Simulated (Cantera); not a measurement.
Input: 1 mol FeCl2, 25 mol H2, 0.096 mol HCl, held at 825 K and 1.00 bar.

Method: chemical equilibrium by Gibbs-energy minimisation in Cantera with the NASA 1993 tables (ideal gas, pure condensed phases). Candidate condensed phases: Fe, FeCl2, FeCl3; 11 gas species. Kinetics and transport are ignored.

Base state: H2 0.940, HCl 0.0593, FeCl2 0.000223, Fe2Cl4 2.22e-5 (mole fractions); condensed: Fe(α) + FeCl2(s).

Question: What changes in the equilibrium state with this change: temperature from 825 K to 648.15 K?

Answer: 
```json
[
 {"species": "H2", "before": "0.940", "after": "0.996"},
 {"species": "HCl", "before": "0.0593", "after": "0.00383"},
 {"species": "FeCl2", "before": "0.000223", "after": "1.09e-7"},
 {"species": "Fe2Cl4", "before": "2.22e-5", "after": "1.71e-9"},
 {"species": "Fe(α), mol", "before": "0.717", "after": "0"},
 {"species": "FeCl2(s), mol", "before": "0.276", "after": "1.000"}
]
```
